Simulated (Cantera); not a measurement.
Charge: 1 mol HF, 0.0063 mol SO₂, 0.84 mol N₂, 4.7 mol H₂, equilibrated at 2477 °C and 13.0 Pa.

Method: chemical equilibrium by Gibbs-energy minimisation in Cantera with the NASA 1993 tables (ideal gas, pure condensed phases). Candidate condensed phases: H₂O, H₂SO₄, S; 62 gas species. Kinetics and transport are ignored.

Base state: H 0.815, HF 0.0766, N₂ 0.0750, H₂ 0.0185, F 0.0128, O 0.00108, S 0.000561, N 5.77e-5 (mole fractions); condensed: gas only.

Q: What changes in the equilibrium state with this change: SO₂ from 0.0063 to 0.28 mol?

A: 
```csv
species,before,after
H,0.815,0.762
HF,0.0766,0.0707
N₂,0.0750,0.0698
O,0.00108,0.0439
S,0.000561,0.0226
H₂,0.0185,0.0161
F,0.0128,0.0126
O₂,7.63e-8,0.000127
SO,3.73e-7,0.000614
```

Q: What changes in the equilibrium state with this change: 0.013 mol H₂O added?

A: 
```tsv
species	before	after
H	0.815	0.815
HF	0.0766	0.0763
N₂	0.0750	0.0747
O	0.00108	0.00218
F	0.0128	0.0127
H₂	0.0185	0.0184
OH	3.85e-5	7.80e-5
NO	6.37e-6	1.29e-5
S	0.000561	0.000558
N	5.77e-5	5.76e-5
```
